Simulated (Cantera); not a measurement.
Thermodynamics of silicon etching in halogen gases, feed Si + Br₂ + N₂

Feed: 1 mol Si, a varied amount of Br₂, 64 mol N₂, at 0.00825 Torr.

Cantera equilibrium calculation (NASA polynomials, part measured and part estimated; ideal gas, pure solids and liquids). Candidate condensed phases: Br₂, Si, Si₃N₄; 13 gas species. N₂ is the only nitrogen source here; it is nearly inert below about 1500 K, so the nitride shown seldom forms there in practice. The tables' values for SiBr₃ are old estimates. Rates play no part.

Stable condensed phases:

```
T in K \ n(Br₂) in mol
         1.2 1.4 1.7   2 2.4 2.9 3.5 4.1   5   6
   1348    A   A   B   B   B   B   B   B   B   B
   1273    A   A   B   B   B   B   B   B   B   B
   1198    A   A   B   B   B   B   B   B   B   B
   1123    A   A   B   B   B   B   B   B   B   B
   1048    A   A   A   B   B   B   B   B   B   B
    973    A   A   A   A   B   B   B   B   B   B
    898    A   A   A   A   B   B   B   B   B   B
    823    A   A   A   A   B   B   B   B   B   B
    748    A   A   A   B   B   B   B   B   B   B
    673    A   A   A   B   B   B   B   B   B   B
```

A: Si₃N₄; B: gas only.
